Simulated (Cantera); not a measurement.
A perfectly stirred reactor is fed with 5.10 % CH4, 14.8 % O2, 80.1 % N2, equivalence ratio 0.69, at 4200 Torr; it is adiabatic with a 775 K inlet, and is followed from long to short residence time, starting on the burning branch (τ in s: 0.4, 0.11, 0.03, 0.0084, 0.0023, 0.00063, 0.00017, 4.8e-05, 1.3e-05).

Model: GRI-Mech 3.0 (53 species, 325 reactions), integrated in Cantera.

x: mole fraction; the columns are a selection and need not sum to one.

| τ (s) | T (K) | x CH4 | x O2 | x HO2 | x CH2O | x C2H |
|---|---|---|---|---|---|---|
| 0.40 | 1893 | 9.88e-7 | 0.0457 | 9.47e-7 | ? | <1e-12 |
| 0.11 | 1892 | 3.19e-6 | 0.0458 | 1.10e-6 | ? | <1e-12 |
| 0.030 | 1890 | 9.03e-6 | 0.0459 | 1.57e-6 | ? | 2.84e-12 |
| 0.0084 | 1886 | 2.23e-5 | 0.0460 | 2.87e-6 | ? | 1.35e-11 |
| 0.0023 | 1876 | 5.35e-5 | 0.0463 | 6.13e-6 | ? | 5.00e-11 |
| 0.00063 | 1853 | 0.000131 | 0.0474 | 1.37e-5 | ? | 1.54e-10 |
| 0.00017 | 1804 | 0.000366 | 0.0502 | 3.19e-5 | ? | 4.59e-10 |
| 4.8e-5 | 775 | 0.0510 | 0.148 | <1e-12 | <1e-12 | <1e-12 |
| 1.3e-5 | 775 | 0.0510 | 0.148 | <1e-12 | <1e-12 | <1e-12 |

Question: What belongs in the gaps?

Answer: 
- 0.40, x CH2O: 1.06e-7
- 0.11, x CH2O: 3.48e-7
- 0.030, x CH2O: 1.03e-6
- 0.0084, x CH2O: 2.70e-6
- 0.0023, x CH2O: 6.87e-6
- 0.00063, x CH2O: 1.72e-5
- 0.00017, x CH2O: 4.60e-5
